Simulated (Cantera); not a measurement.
An adiabatic, constant-pressure homogeneous reactor starts with 10.0 % CH₃OH, 7.50 % O₂, 82.5 % N₂, at 1525 K and 0.370 bar.

Computed with Cantera and GRI-Mech 3.0 (53 species, 325 reactions). GRI-Mech 3.0 was tuned for natural gas; its chemistry of methanol as a main component is partial and can be far from experiment.

Task: Predict: time of steepest temperature rise; temperature at 1.00 s; equilibrium temperature; x(O₂) at 1.00 s; x(HCO) at 1.00 s; x(NO) at 1.00 s; x(HCN) at 1.00 s; x(H₂O) at 1.00 s.

Result: 
| Item | Value |
|---|---|
| time of steepest temperature rise | 0.519 ms |
| temperature at 1.00 s | 2166 K |
| equilibrium temperature | 2166 K |
| x(O₂) at 1.00 s | 6.60e-6 (gas-phase equilibrium 6.60e-6) |
| x(HCO) at 1.00 s | 1.22e-8 (gas-phase equilibrium 1.22e-8) |
| x(NO) at 1.00 s | 6.11e-5 (gas-phase equilibrium 6.33e-5) |
| x(HCN) at 1.00 s | 6.67e-9 (gas-phase equilibrium 6.91e-9) |
| x(H₂O) at 1.00 s | 0.111 (gas-phase equilibrium 0.111) |
